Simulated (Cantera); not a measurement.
An isothermal plug-flow reactor at 650 K and 0.799 atm (inlet), inlet velocity 0.38 m/s, active area per volume 390 1/m; feed 0.813 % H2, 5.11 % O2, 91.8 % N2, 2.32 % H2O, equivalence ratio 0.080.

Cantera simulation using Deutschmann's 1995 Pt surface mechanism with GRI-Mech 3.0 gas chemistry; the numbers are that mechanism's predictions, not measurements. Catalytic surfaces can have several steady states; this one follows from the mechanism file's or the stated starting coverage. Mass transfer to the wall is taken as infinitely fast.

One state of this run: x H2 = 0.00473; x O2 = 0.0495; x H2O = 0.0267; θ free Pt = 0.164; θ O* = 0.820; θ OH* = 0.0158. x: gas mole fraction; θ: surface coverage.

Q: Which value of z (m) does it belong to?
A. 0.00038
B. 3.8e-05
C. 8.2e-05
D. 0.00018

A: C, 8.2e-05
